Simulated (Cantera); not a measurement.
Low-pressure radical oxidation in H2/O2

An isothermal, constant-pressure homogeneous reactor starts with H2 : O2 = 0.017 : 1 (molar parts), equivalence ratio 0.0085, at 1225 K and 2670 Pa.

Cantera simulation using the H2/O2 subset of GRI-Mech 3.0, which has no nitrogen chemistry; the numbers are that mechanism's predictions, not measurements. Radical loss at walls, strong at low pressure, is not modelled.

| t (s) | x H2 | x O2 | x H2O | x O | x H2O2 |
|---|---|---|---|---|---|
| 4.00e-5 | 0.0167 | 0.983 | 1.76e-10 | 1.16e-9 | <1e-12 |
| 0.000104 | 0.0167 | 0.983 | 1.96e-9 | 5.15e-9 | <1e-12 |
| 0.000271 | 0.0167 | 0.983 | 2.28e-8 | 2.95e-8 | 5.84e-12 |
| 0.000704 | 0.0167 | 0.983 | 6.63e-7 | 5.89e-7 | 3.97e-11 |
| 0.00183 | 0.0156 | 0.982 | 0.000840 | 0.000705 | 9.59e-9 |
| 0.00477 | 0.000125 | 0.969 | 0.0154 | 0.0126 | 6.17e-8 |
| 0.0124 | 8.73e-5 | 0.972 | 0.0157 | 0.0100 | 5.67e-8 |
| 0.0323 | 5.25e-5 | 0.977 | 0.0161 | 0.00594 | 5.31e-8 |
| 0.0839 | 2.03e-5 | 0.981 | 0.0165 | 0.00227 | 4.31e-8 |
| 0.218 | 5.06e-6 | 0.982 | 0.0167 | 0.000566 | 2.66e-8 |
| 0.568 | 1.01e-6 | 0.983 | 0.0168 | 0.000114 | 1.17e-8 |
| 1.48 | 2.05e-7 | 0.983 | 0.0168 | 2.32e-5 | 3.98e-9 |
| 3.84 | 4.76e-8 | 0.983 | 0.0168 | 5.44e-6 | 1.24e-9 |
| 10.0 | 1.31e-8 | 0.983 | 0.0168 | 1.51e-6 | 4.00e-10 |
x: mole fraction; the columns are a selection and need not sum to one.

Equilibrium at this temperature and pressure: H2 2.22e-9, O2 0.983, H2O 0.0169, O 2.57e-7, H2O2 8.14e-11 (gas phase only).
